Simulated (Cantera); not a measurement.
A freely propagating, adiabatic, planar premixed flame of H2 : O2 : N2 : H2O = 1 : 0.417 : 1.57 : 0.49 (molar parts), unburnt at 648 K and 10.0 bar; mixture-averaged transport, grid criteria slope 0.08 and curve 0.16, no radiation.

Cantera simulation using the H2/O2 subset of GRI-Mech 3.0, which has no nitrogen chemistry; the numbers are that mechanism's predictions, not measurements. The hydrogen kinetics of GRI-Mech 3.0 are dated; newer H2 mechanisms differ, most at raised pressure. Burning velocities carry a grid error of a few per cent, more on coarse grids.

Task: Predict: laminar burning velocity; thermal thickness; peak x(HO2); peak x(O); peak x(H).

Result: 
- laminar burning velocity: 422 cm/s
- thermal thickness: 0.0268 mm
- peak x(HO2): 0.00163
- peak x(O): 0.00193
- peak x(H): 0.0132
